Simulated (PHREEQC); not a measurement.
Make-up at 25 °C: 0.0055 mol/kgw Cu(BF4)2, 0.017 mol/kgw HBF4 and 0.00019 mol/kgw KCl. It is in equilibrium with CO2 at log p = -3.5 (atm). Otherwise closed; pH follows from the charge balance.

All values are PHREEQC results (ion-association model, phreeqc.dat), not measurements.

Precipitation was switched off in this run.

Q: Order these F species by the share of F that they hold, largest first: F-, BF3OH-, BF4-, HF, BF2(OH)2-.

A: BF4- (89 %), HF (7.2 %), BF3OH- (3.0 %), F- (0.42 %), BF2(OH)2- (0.34 %)

Q: Order these B species by the share of B that they hold, largest first: BF3OH-, BF2(OH)2-, H3BO3, BF4-.

A: BF4- (89 %), H3BO3 (6.3 %), BF3OH- (4.0 %), BF2(OH)2- (0.68 %)

The pH is 1.86 and the ionic strength 0.0324 mol/kgw. Real BF4- forms and hydrolyses slowly; the run takes it at equilibrium.
